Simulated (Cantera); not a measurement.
Cantera run:

```python
import numpy as np
import cantera as ct

gas_names = """
    Br Br2 Si SiBr SiBr2 SiBr3 SiBr4 Si2 Si3
""".split()
cond_names = """
    Br2(cr) Br2(L) Si(cr) Si(L)
""".split()


def load(file, names, dense=False):
    # The tables refer to 1 bar. Condensed volumes are neglected.
    table = {s.name: s for s in ct.Species.list_from_file(file)}
    out = []
    for n in names:
        d = dict(table[n].input_data)
        d["thermo"] = dict(d["thermo"], **{"reference-pressure": 1e5})
        if dense:
            d["equation-of-state"] = {"model": "constant-volume", "density": "1e6 g/cm^3"}
        out.append(ct.Species.from_dict(d))
    return out


gas = ct.Solution(thermo="ideal-gas", species=load("nasa_gas.yaml", gas_names))
cond = {s.name: ct.Solution(thermo="fixed-stoichiometry", species=[s], name=s.name)
        for s in load("nasa_condensed.yaml", cond_names, dense=True)}
atoms = {
    'Si': {'Si': 1},
    'Br2': {'Br': 2},
}
top_T = {}  # K; cautious upper limits of use, not melting points


def equilibrate(T, P, feed):
    n = {}
    for name, mol in feed.items():
        for a, k in atoms[name].items():
            n[a] = n.get(a, 0.0) + k * mol
    gas.TPX = T, P, n
    mass = sum(n.values()) * gas.mean_molecular_weight
    gas.equilibrate("TP")
    valid = [c for c in cond.values() if c.min_temp <= T <= top_T.get(c.name, c.max_temp)]
    mix = ct.Mixture([(gas, mass / gas.mean_molecular_weight)] + [(c, 0.0) for c in valid])
    mix.T, mix.P = T, P
    mix.equilibrate("TP", solver="vcs", rtol=1e-11, max_steps=5000)
    return mix


results = []
feed = {'Si': 1, 'Br2': 1}  # mol
P = 10000  # Pa
for T in [825, 850, 875, 900, 925, 950, 975, 1000, 1025, 1050]:
    mix = equilibrate(T, P, feed)
    results.append((T, P, feed, dict(zip(mix.species_names, mix.species_moles))))

top = {s: max(r[3][s] / sum(r[3][g] for g in gas_names) for r in results) for s in gas_names}
cols = sorted((s for s in top if top[s] > 1e-05), key=lambda s: -top[s])[:6]
seen = [c for c in cond_names if any(r[3].get(c, 0) > 1e-12 for r in results)]
print("log10 of partial pressures in bar; condensed amounts in mol")
print(f"{'T/K':>10s}" + "".join(f"{s[:9]:>10s}" for s in cols + seen))
for T, P, feed, n in results:
    ng = sum(n[g] for g in gas_names)
    print(f"{T:10.4g}" + "".join(f"{np.log10(max(n[s] / ng * P / 1e5, 1e-99)):10.3f}" for s in cols)
          + "".join(f"{n.get(c, 0):10.4g}" for c in seen))
```

Result:

```
log10 of partial pressures in bar; condensed amounts in mol
       T/K     SiBr4     SiBr2     SiBr3    Si(cr)
       825    -1.000    -4.926    -4.513    0.4999
       850    -1.000    -4.644    -4.313    0.4999
       875    -1.001    -4.378    -4.124    0.4998
       900    -1.001    -4.128    -3.946    0.4997
       925    -1.001    -3.892    -3.778    0.4995
       950    -1.002    -3.668    -3.619    0.4992
       975    -1.003    -3.457    -3.468    0.4987
      1000    -1.004    -3.256    -3.326     0.498
      1025    -1.007    -3.066    -3.191     0.497
      1050    -1.010    -2.886    -3.064    0.4956
```

These are equilibrium values from Cantera (NASA tables, ideal gas, pure condensed phases), not measurements of a reactor. The tables' values for SiBr3 are old estimates; treat these amounts as uncertain.
